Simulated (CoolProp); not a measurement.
Fluorine along the isotherm 120.1 K: Z from the reference equation and from simpler models built on Tc = 144.4 K, pc = 5.240 MPa, ω = 0.045; each cubic takes its own stable root.

The numbers come from the reference Helmholtz-energy equation of state, de Reuck 1990 in CoolProp.

| p (MPa) | phase | reference | van der Waals | Redlich-Kwong | Soave-Redlich-Kwong | Peng-Robinson |
|---|---|---|---|---|---|---|
| 1.82 | liquid | 0.05732 | 0.8065 | 0.06031 | 0.06016 | 0.05309 |
| 3.64 | liquid | 0.1131 | 0.1643 | 0.1178 | 0.1175 | 0.1039 |
| 5.45 | liquid | 0.1673 | 0.2388 | 0.1729 | 0.1725 | 0.1528 |
| 7.27 | liquid | 0.2208 | 0.3113 | 0.2267 | 0.2263 | 0.2006 |
| 9.09 | liquid | 0.2734 | 0.3819 | 0.2792 | 0.2788 | 0.2474 |
| 10.9 | liquid | 0.3250 | 0.4506 | 0.3303 | 0.3299 | 0.2930 |
| 12.7 | liquid | 0.3756 | 0.5179 | 0.3803 | 0.3798 | 0.3376 |
| 14.5 | liquid | 0.4256 | 0.5841 | 0.4295 | 0.4289 | 0.3815 |
| 16.4 | liquid | 0.4779 | 0.6531 | 0.4806 | 0.4800 | 0.4273 |
| 18.2 | liquid | 0.5268 | 0.7176 | 0.5284 | 0.5278 | 0.4701 |
| 20 | liquid | 0.5754 | 0.7816 | 0.5757 | 0.5751 | 0.5124 |

At some of these states van der Waals gives the other phase, because its saturation line lies elsewhere.
